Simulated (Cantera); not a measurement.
A closed system holds: 1 mol Si3N4, 0.088 mol CO2, 92 mol H2, held at 1975 K and 4.50 Pa.

Equilibrium computed with Cantera from the NASA thermochemical tables; the gas is ideal and each condensed phase is pure. Candidate condensed phases: C, C6H6, C7H8, C8H18, H2O, Si, SiC, SiO2, Si2N2O, Si3N4; 151 gas species. Rates play no part.

Base state: H2 0.773, H 0.179, Si 0.0271, N2 0.0187, SiO 0.000840, CO 0.000811, SiH 0.000115, HCN 1.03e-5 (mole fractions); condensed: gas only.

Task: What changes in the equilibrium state with this change: temperature from 1975 K to 1848 K?

Result: 
```json
[
 {"species": "H2", "before": "0.773", "after": "0.876"},
 {"species": "H", "before": "0.179", "after": "0.0740"},
 {"species": "Si", "before": "0.0271", "after": "0.0283"},
 {"species": "N2", "before": "0.0187", "after": "0.0198"},
 {"species": "Si2C", "before": "3.25e-6", "after": "8.57e-5"},
 {"species": "Si2", "before": "1.00e-5", "after": "4.00e-5"}
]
```
The tables' values for SiN are old estimates; treat these amounts as uncertain.
